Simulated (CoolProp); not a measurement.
Vapour-liquid equilibrium of propylene (1) + isobutane (2) at 3.04 kPa; x and y are mole fractions of (1).

Computed with CoolProp (multi-fluid Helmholtz-energy mixture model, Lemmon 2013 and Bücker 2006; pair parameters Bell 2016).

| x | bubble temperature, mixture model (K) | bubble temperature, Raoult's law (K) | y, mixture model | y, Raoult's law |
|---|---|---|---|---|
| 0.05 | 191.5 | 193.2 | 0.375 | 0.288 |
| 0.125 | 187.6 | 188.8 | 0.571 | 0.539 |
| 0.2 | 185.5 | 185.5 | 0.660 | 0.683 |
| 0.275 | 184.0 | 182.8 | 0.720 | 0.773 |
| 0.35 | 182.6 | 180.6 | 0.770 | 0.834 |
| 0.425 | 181.3 | 178.7 | 0.816 | 0.876 |
| 0.5 | 179.8 | 177.1 | 0.860 | 0.908 |
| 0.575 | 178.3 | 175.7 | 0.901 | 0.932 |
| 0.65 | 176.6 | 174.4 | 0.935 | 0.951 |
| 0.725 | 174.9 | 173.3 | 0.962 | 0.965 |
| 0.8 | 173.3 | 172.2 | 0.980 | 0.977 |
| 0.875 | 171.8 | 171.3 | 0.992 | 0.987 |
| 0.95 | 170.5 | 170.4 | 0.998 | 0.995 |

The largest gap from Raoult's law is +2.7 K in bubble temperature, at x = 0.5. No azeotrope shows between x = 0.05 and 0.95.

Pair parameters are fitted to limited data, so mixtures are less certain than the pure fluids. The gap from Raoult's law changes sign with composition, which may be real or a fault of the pair parameters; it wasn't checked against measurements.
